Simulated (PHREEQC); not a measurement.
NaCl is added in steps, without added water, to 1 kg of water holding 0.03 mol/kgw CuSO4, at 20 °C. Oxygen alone is held at its pressure in air (log pO2 = -0.68). No CO2 enters from the air. The run lets Tenorite, Brochantite, Antlerite, Atacamite, Halite, Mirabilite, Chalcanthite precipitate or redissolve, and no other solid.

Base run: PHREEQC, ion-association model, wateq4f.dat. Each further column changes one thing. The table gives pH.

```csv
NaCl added (mol),base,Davies equation for every ion,metal-ligand complexes left out,all activity coefficients set to 1
0,4.18,4.19,4.02,4.07
0.009,4.18,4.20,4.03,4.07
0.02025,4.19,4.21,4.04,4.07
0.02925,4.20,4.22,4.05,4.07
0.0405,4.21,4.22,4.06,4.07
0.0495,4.22,4.23,4.07,4.07
0.06075,4.22,4.24,4.08,4.08
0.06975,4.23,4.24,4.09,4.08
0.081,4.24,4.25,4.09,4.08
0.09,4.24,4.25,4.10,4.08
```
